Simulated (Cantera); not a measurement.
An adiabatic, constant-volume homogeneous reactor starts with 6.59 % CH3OH, 24.1 % O2, 62.7 % N2, 6.59 % H2O, at 1250 K and 1.01 bar.

Computed with Cantera and GRI-Mech 3.0 (53 species, 325 reactions). GRI-Mech 3.0 was tuned for natural gas; its chemistry of methanol as a main component is partial and can be far from experiment.

x: mole fraction; the columns are a selection and need not sum to one.

| t (s) | T (K) | P (bar) | x CH3OH | x O2 | x H2O | x CO2 | x NO | x HO2 | x H2O2 |
|---|---|---|---|---|---|---|---|---|---|
| 5.00e-6 | 1250 | 1.01 | 0.0659 | 0.241 | 0.0659 | 5.10e-9 | <1e-12 | 8.06e-8 | 7.18e-12 |
| 1.62e-5 | 1250 | 1.01 | 0.0659 | 0.241 | 0.0659 | 1.67e-8 | <1e-12 | 2.95e-7 | 9.68e-11 |
| 5.27e-5 | 1250 | 1.01 | 0.0659 | 0.241 | 0.0659 | ? | <1e-12 | ? | ? |
| 0.000171 | 1250 | 1.01 | 0.0659 | 0.241 | 0.0659 | ? | <1e-12 | ? | ? |
| 0.000555 | 1250 | 1.01 | 0.0659 | 0.241 | 0.0659 | 5.74e-7 | <1e-12 | 1.37e-5 | 4.56e-7 |
| 0.00180 | 1250 | 1.01 | 0.0656 | 0.241 | 0.0661 | 1.90e-6 | <1e-12 | 5.53e-5 | 8.54e-6 |
| 0.00585 | 2467 | 2.08 | <1e-12 | 0.134 | 0.181 | 0.0598 | 0.00189 | 1.51e-5 | 6.28e-7 |
| 0.0190 | 2453 | 2.07 | <1e-12 | 0.130 | 0.182 | 0.0600 | 0.00991 | 1.42e-5 | 5.99e-7 |
| 0.0616 | 2445 | 2.06 | <1e-12 | 0.128 | 0.182 | 0.0601 | 0.0141 | 1.38e-5 | 5.85e-7 |
| 0.200 | 2445 | 2.06 | <1e-12 | 0.128 | 0.182 | 0.0601 | 0.0142 | 1.38e-5 | 5.84e-7 |

Task: Complete the blanks.

Result: 
- 5.27e-5, x CO2: 5.44e-8
- 5.27e-5, x HO2: 1.08e-6
- 5.27e-5, x H2O2: 1.45e-9
- 0.000171, x CO2: 1.77e-7
- 0.000171, x HO2: 3.98e-6
- 0.000171, x H2O2: 2.71e-8
